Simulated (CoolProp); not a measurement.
Properties of n-heptane along the isotherm 600 K (Tc = 541.2 K, pc = 27.74 bar, ω = 0.349).

Computed with CoolProp (reference Helmholtz-energy equation of state, Span 2003). It is a short technical equation, of lower accuracy than the large ones.

```csv
p (bar),phase,density (kg/m³),cp (kJ/(kg K)),Joule-Thomson coefficient (K/MPa),isothermal compressibility (1/MPa),viscosity (µPa s),Prandtl number
0.0439,gas,0.08821,2.869,5.545,227.9,11.7,0.742
0.0831,gas,0.1670,2.869,5.548,120.4,11.7,0.742
0.158,gas,0.3178,2.869,5.554,63.38,11.7,0.741
0.299,gas,0.6021,2.870,5.564,33.53,11.7,0.741
0.566,gas,1.142,2.872,5.585,17.76,11.7,0.740
1.07,gas,2.169,2.875,5.623,9.434,11.7,0.739
2.04,gas,4.172,2.882,5.699,4.992,11.7,0.737
3.86,gas,8.027,2.895,5.845,2.684,11.8,0.735
7.32,gas,15.74,2.924,6.144,1.467,12.1,0.738
13.9,gas,32.10,2.995,6.791,0.8365,12.8,0.765
```

Viscosity comes from a separate model (Michailidou 2014). Thermal conductivity comes from a separate model (Assael 2013).
